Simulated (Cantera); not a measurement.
# Ignition delay

Mixture: 25.5 % H2, 7.96 % O2, 63.7 % N2, 2.80 % H2O, at 7500 Torr, adiabatic and at constant pressure. Ignition delay is the time to a rise of 400 K.

Model: GRI-Mech 3.0 (53 species, 325 reactions), integrated in Cantera. The hydrogen kinetics of GRI-Mech 3.0 are dated; newer H2 mechanisms differ, most at raised pressure. Below about 950 K walls govern HO2 and H2O2 in real vessels.

```json
[
 {"T0 (K)": "873", "delay (ms)": "275"},
 {"T0 (K)": "948", "delay (ms)": "36.8"},
 {"T0 (K)": "1023", "delay (ms)": "6.41"},
 {"T0 (K)": "1098", "delay (ms)": "1.28"},
 {"T0 (K)": "1173", "delay (ms)": "0.252"},
 {"T0 (K)": "1248", "delay (ms)": "0.0387"}
]
```

```
Item                                                    Result
--------------------------------------------------  ----------
apparent activation energy between 1098 and 1248 K  270 kJ/mol
```
